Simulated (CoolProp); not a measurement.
Ethylene at 378.87 K and 14.7 MPa is throttled through a valve to 6.4 MPa with no heat exchange. Each further row changes one setting.

Values from CoolProp's reference Helmholtz-energy equation of state, Smukala 2000.

```json
[
 {"case": "as stated", "temperature change (K)": "___", "final phase": "supercritical", "final density (kg/m³)": "___"},
 {"case": "outlet pressure 1.92 MPa", "temperature change (K)": "___", "final phase": "___", "final density (kg/m³)": "___"},
 {"case": "outlet pressure 8.32 MPa", "temperature change (K)": "___", "final phase": "supercritical", "final density (kg/m³)": "___"}
]
```

Question: Some entries are withheld; supply them.

Answer: 
- as stated, temperature change (K): -40.9
- as stated, final density (kg/m³): 87.9
- outlet pressure 1.92 MPa, temperature change (K): -81.5
- outlet pressure 1.92 MPa, final phase: gas
- outlet pressure 1.92 MPa, final density (kg/m³): 24.7
- outlet pressure 8.32 MPa, temperature change (K): -28.0
- outlet pressure 8.32 MPa, final density (kg/m³): 115
